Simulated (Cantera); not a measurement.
An adiabatic, constant-pressure homogeneous reactor starts with CO : H2 : CH4 : O2 : N2 = 1 : 0.053 : 0.44 : 1.65 : 6.22 (molar parts), equivalence ratio 0.85, at 1748 K and 100000 Pa. Integrator tolerance rtol = 1e-08.

Cantera simulation using GRI-Mech 3.0 (53 species, 325 reactions); the numbers are that mechanism's predictions, not measurements.

**Question.** What does this change do: constant volume in place of constant pressure?

**Answer.** 
```tsv
quantity	before	after
time of steepest temperature rise	0.110 ms	0.106 ms
temperature at 1.00 s	2779 K	2900 K
equilibrium temperature	2779 K	2900 K
x(CO) at 1.00 s	0.0616 (gas-phase equilibrium 0.0616)	0.0696 (gas-phase equilibrium 0.0696)
x(H2) at 1.00 s	0.00762 (gas-phase equilibrium 0.00762)	0.00870 (gas-phase equilibrium 0.00870)
x(CH4) at 1.00 s	<1e-12 (gas-phase equilibrium <1e-12)	<1e-12 (gas-phase equilibrium <1e-12)
x(CH2CO) at 1.00 s	<1e-12 (gas-phase equilibrium <1e-12)	<1e-12 (gas-phase equilibrium <1e-12)
x(NO) at 1.00 s	0.0152 (gas-phase equilibrium 0.0152)	0.0180 (gas-phase equilibrium 0.0180)
```

**Question.** What does this change do: H2 0.053 to 0.12 parts?

**Answer.** 
```json
[
 {"quantity": "time of steepest temperature rise", "before": "0.110 ms", "after": "84.5 µs"},
 {"quantity": "temperature at 1.00 s", "before": "2779 K", "after": "2787 K"},
 {"quantity": "equilibrium temperature", "before": "2779 K", "after": "2787 K"},
 {"quantity": "x(CO) at 1.00 s", "before": "0.0616 (gas-phase equilibrium 0.0616)", "after": "0.0634 (gas-phase equilibrium 0.0634)"},
 {"quantity": "x(H2) at 1.00 s", "before": "0.00762 (gas-phase equilibrium 0.00762)", "after": "0.00856 (gas-phase equilibrium 0.00856)"},
 {"quantity": "x(CH4) at 1.00 s", "before": "<1e-12 (gas-phase equilibrium <1e-12)", "after": "<1e-12 (gas-phase equilibrium <1e-12)"},
 {"quantity": "x(CH2CO) at 1.00 s", "before": "<1e-12 (gas-phase equilibrium <1e-12)", "after": "<1e-12 (gas-phase equilibrium <1e-12)"},
 {"quantity": "x(NO) at 1.00 s", "before": "0.0152 (gas-phase equilibrium 0.0152)", "after": "0.0149 (gas-phase equilibrium 0.0149)"}
]
```
